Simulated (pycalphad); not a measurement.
Phase fields of Al-Fe as a text map

CALPHAD calculation (pycalphad, COST 507 light-alloy database (1999)), 1 atm. The database dates from 1999; later assessments differ in places, in temperatures and in the compounds included. Diffusion is slow at the low end, where real alloys seldom reach equilibrium.

Columns run from 0.2 at.% Fe, then 2 to 98 at.% in steps of 2, to 99.8 at.%; rows are temperatures in K.

```
 1867 aaaaaaaaaaaaaaaaaaaaaaaaaaaaaaaaaaaaaaaaaaaaaaaaaaa
 1833 aaaaaaaaaaaaaaaaaaaaaaaaaaaaaaaaaaaaaaaaaaaaaaaaaaa
 1800 aaaaaaaaaaaaaaaaaaaaaaaaaaaaaaaaaaaaaaaaaabcccccccc
 1767 aaaaaaaaaaaaaaaaaaaaaaaaaaaaaaaaaaaaabccccccccccccc
 1733 aaaaaaaaaaaaaaaaaaaaaaaaaaaaaaaaaabbccccccccccccccc
 1700 aaaaaaaaaaaaaaaaaaaaaaaaaaaaaaaabbccccccccccccccccc
 1667 aaaaaaaaaaaaaaaaaaaaaaaaaaaaabbbccccccccccccccccccc
 1633 aaaaaaaaaaaaaaaaaaaaaaaaaaaabbccccccccccccccccccccd
 1600 aaaaaaaaaaaaaaaaaaaaaaaaaaeeefcfccccccccccccccccccd
 1567 aaaaaaaaaaaaaaaaaaaaaaaaeeeffffffcccccccccccccccccd
 1533 aaaaaaaaaaaaaaaaaaaaaaeeeeffffffffccccccccccccccccd
 1500 aaaaaaaaaaaaaaaaaaaaaeeeefffffffffcccccccccccccccgd
 1467 aaaaaaaaaaaaaaaaaahhiijjfffffffffffccccccccccccccgd
 1433 aaaaaaaaaaaaaakkhhhiijjjffffffffffcfcccccccccccccgd
 1400 aaaaaaaaallllmmnnoooijjjffffffffffffcccccccccccccgd
 1367 aaaaaaaalllllmmnnpppppppfffffffffffffccccccccccccgd
 1333 aaaaaaallllllmmnnpppppppfffffffffffffcccccccccccccd
 1300 aaaaaalllllllmmnnpppppppfffffffffffffcccccccccccccd
 1267 aaaaallllllllmmnnpppppppfffffffffffffcccccccccccccd
 1233 aaaalllllllllmmnnppppppppfffffffffffffccccccccccccd
 1200 aaaalllllllllmmnnppppppppffffffffffffffcccccccccccd
 1167 aaallllllllllmmnnppppppppfffffffffffffffccccccccccc
 1133 aaalllllllllqmmnnppppppppfffffffffffffffccccccccccc
 1100 aallllllllllqmmnnppppppppffffffffffffffcfcccccccccc
 1067 aallllllllllqmmnnppppppppffffffffffffffffcccccccccc
 1033 aallllllllllqmmnnppppppppfffffffffffffffccccccccccc
 1000 alllllllllllqmmnnpppppppppffffffffffffffffccccccccc
  967 alllllllllllqmmnnpppppppppffffffffffffffffccccccccc
  933 alllllllllllqmmnnpppppppppfffffffffffffffcccccccccc
  900 rrrrrrrrrrrrqmmnnpppppppppffffffffffffffffccccccccc
  867 rrrrrrrrrrrrqmmnnpppppppppffffffffffffffffccccccccc
  833 rrrrrrrrrrrrqmmnnpppppppppffffffffffffffff?cccccccc
  800 rrrrrrrrrrrrqmmnnpppppppppffffffffffffffff?cccccccc
  767 rrrrrrrrrrrrqmmnnpppppppppfffffffffffffffffcccccccc
  733 rrrrrrrrrrrrqmmnnpppppppppfffffffffffffffff?ccccccc
  700 rrrrrrrrrrrrqmmnnpppppppppfffffffffffffffff?ccccccc
  667 rrrrrrrrrrrrqmmnnpppppppppffffffffffffffffffccccccc
  633 rrrrrrrrrrrrqmmnnpppppppppfffffffffffffffffffcccccc
  600 rrrrrrrrrrrrqmmnnpppppppppffffffffffffffffffffccccc
  567 rrrrrrrrrrrrqmmnnpppppppppffffffffffffffffffffccccc
  533 rrrrrrrrrrrrqmmnnpppppppppffffffffffffffffffffccccc
  500 rrrrrrrrrrrrqmmnnpppppppppfffffffffffffffffffffcccc
```

Key: a = liquid; b = bcc + liquid; c = bcc; d = fcc; e = ordered bcc (B2) + liquid; f = ordered bcc (B2); g = bcc + fcc; h = AL5FE4 + liquid; i = AL5FE4; j = AL5FE4 + ordered bcc (B2); k = AL5FE2 + liquid; l = AL13FE4 + liquid; m = AL13FE4 + AL5FE2; n = AL2FE + AL5FE2; o = AL2FE + AL5FE4; p = AL2FE + ordered bcc (B2); q = AL13FE4; r = AL13FE4 + fcc.

Database names, with the compositions (at.%) that they take in these runs: AL5FE4: Al 58-63 Fe 37-42; AL5FE2: Al 71 Fe 29; AL13FE4: Al 75 Fe 24; AL2FE: Al 67 Fe 33.
